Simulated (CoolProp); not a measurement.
Vapour-liquid equilibrium of carbon dioxide (1) + R124 (2) at -35.35 °C; x and y are mole fractions of (1).

Values from CoolProp's multi-fluid Helmholtz-energy mixture model, Span 1996 and de Vries 1995; pair parameters Bell 2016.

Q: Give the bubble pressure and the first vapour's composition at x = 0.275, 0.725, 0.8. Is there an azeotrope?

A: x = 0.275: 328.0 kPa, y = 0.914; x = 0.725: 820.7 kPa, y = 0.984; x = 0.8: 916.8 kPa, y = 0.989. No azeotrope shows between x = 0.05 and 0.95.

Pair parameters are fitted to limited data, so mixtures are less certain than the pure fluids. The gap from Raoult's law changes sign with composition, which may be real or a fault of the pair parameters; it wasn't checked against measurements.
